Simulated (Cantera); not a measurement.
Feed: 1 mol Si, a varied amount of N2O, 23 mol N2, equilibrated at 1198.15 K and 1 atm.

Method: chemical equilibrium by Gibbs-energy minimisation in Cantera with the NASA 1993 tables (ideal gas, pure condensed phases). Candidate condensed phases: Si, SiO2, Si2N2O, Si3N4; 16 gas species. Mutual solubility and eutectic melting of coexisting phases are not modelled. The tables hold silica as quartz up to 1696 K and as liquid above; real silica turns to tridymite and cristobalite and melts near 1996 K. Kinetics and transport are ignored.

x: gas mole fraction; n: condensed amount in mol.

```json
[
 {"n(N2O) (mol)": "0.61", "x N2": "1.00", "x O2": "<1e-12", "x NO": "<1e-12", "x NO2": "<1e-12", "x N2O": "<1e-12", "x O": "<1e-12", "n SiO2(β-quartz)": "0.0733", "n Si2N2O(s)": "0.463"},
 {"n(N2O) (mol)": "0.95", "x N2": "1.00", "x O2": "<1e-12", "x NO": "<1e-12", "x NO2": "<1e-12", "x N2O": "<1e-12", "x O": "<1e-12", "n SiO2(β-quartz)": "0.300", "n Si2N2O(s)": "0.350"},
 {"n(N2O) (mol)": "1.3", "x N2": "1.00", "x O2": "<1e-12", "x NO": "<1e-12", "x NO2": "<1e-12", "x N2O": "<1e-12", "x O": "<1e-12", "n SiO2(β-quartz)": "0.533", "n Si2N2O(s)": "0.233"},
 {"n(N2O) (mol)": "1.6", "x N2": "1.00", "x O2": "<1e-12", "x NO": "<1e-12", "x NO2": "<1e-12", "x N2O": "<1e-12", "x O": "<1e-12", "n SiO2(β-quartz)": "___", "n Si2N2O(s)": "___"},
 {"n(N2O) (mol)": "2", "x N2": "1.00", "x O2": "<1e-12", "x NO": "1.16e-11", "x NO2": "<1e-12", "x N2O": "<1e-12", "x O": "<1e-12", "n SiO2(β-quartz)": "1.00", "n Si2N2O(s)": "0"},
 {"n(N2O) (mol)": "2.3", "x N2": "0.994", "x O2": "0.00588", "x NO": "3.62e-5", "x NO2": "1.04e-7", "x N2O": "2.88e-9", "x O": "1.83e-9", "n SiO2(β-quartz)": "1.00", "n Si2N2O(s)": "0"},
 {"n(N2O) (mol)": "2.6", "x N2": "0.988", "x O2": "0.0116", "x NO": "5.07e-5", "x NO2": "2.05e-7", "x N2O": "4.01e-9", "x O": "2.57e-9", "n SiO2(β-quartz)": "1.00", "n Si2N2O(s)": "0"},
 {"n(N2O) (mol)": "3", "x N2": "0.981", "x O2": "0.0188", "x NO": "6.44e-5", "x NO2": "3.32e-7", "x N2O": "5.08e-9", "x O": "3.29e-9", "n SiO2(β-quartz)": "1.00", "n Si2N2O(s)": "0"},
 {"n(N2O) (mol)": "3.3", "x N2": "0.976", "x O2": "0.0241", "x NO": "7.27e-5", "x NO2": "4.24e-7", "x N2O": "5.72e-9", "x O": "3.71e-9", "n SiO2(β-quartz)": "1.00", "n Si2N2O(s)": "0"},
 {"n(N2O) (mol)": "3.6", "x N2": "0.971", "x O2": "0.0292", "x NO": "7.97e-5", "x NO2": "5.12e-7", "x N2O": "6.26e-9", "x O": "4.09e-9", "n SiO2(β-quartz)": "1.00", "n Si2N2O(s)": "0"},
 {"n(N2O) (mol)": "4", "x N2": "0.964", "x O2": "___", "x NO": "8.79e-5", "x NO2": "___", "x N2O": "6.87e-9", "x O": "4.52e-9", "n SiO2(β-quartz)": "1.00", "n Si2N2O(s)": "0"},
 {"n(N2O) (mol)": "4.3", "x N2": "0.960", "x O2": "0.0404", "x NO": "9.33e-5", "x NO2": "7.04e-7", "x N2O": "7.28e-9", "x O": "4.81e-9", "n SiO2(β-quartz)": "1.00", "n Si2N2O(s)": "0"}
]
```

Complete the blanks.


- 4, x O2: 0.0357
- 4, x NO2: 6.24e-7
- 1.6, n SiO2(β-quartz): 0.733
- 1.6, n Si2N2O(s): 0.133
